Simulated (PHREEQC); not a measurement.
Consider water at 75 °C with 0.025 mol MgCl2, 0.0089 mol NaHCO3 and 5.2e-05 mol H4SiO4 per kg of water. Closed to the air; pH follows from the charge balance.

Computed with PHREEQC (ion-association model, phreeqc.dat).

The pH is 7.49. The ionic strength is 0.0806 mol/kgw and the specific conductance is 13100 µS/cm. The density is 0.977 g/cm³ and the total alkalinity is 8.90 meq/kg.

```
species  molality  activity   log γ
-------  --------  --------  ------
Cl-        0.0500    0.0381  -0.118
Mg+2       0.0235   0.00927  -0.404
Na+       0.00886   0.00690  -0.109
HCO3-     0.00703   0.00551  -0.106
MgHCO3+   0.00120  0.000918  -0.116
CO2      0.000365  0.000372   0.008
MgCO3    0.000240  0.000245   0.008
MgOH+     6.27e-5   5.00e-5  -0.099
H4SiO4    5.09e-5   5.18e-5   0.008
CO3-2     3.40e-5   1.29e-5  -0.423
NaCO3-    1.85e-5   1.43e-5  -0.111
NaHCO3    1.65e-5   1.68e-5   0.008
OH-       8.41e-6   6.38e-6  -0.120
H3SiO4-   1.13e-6   8.63e-7  -0.116
```

No solid was allowed to form. At this temperature some constants are extrapolated from 25 °C, and those without enthalpy data are left unchanged.
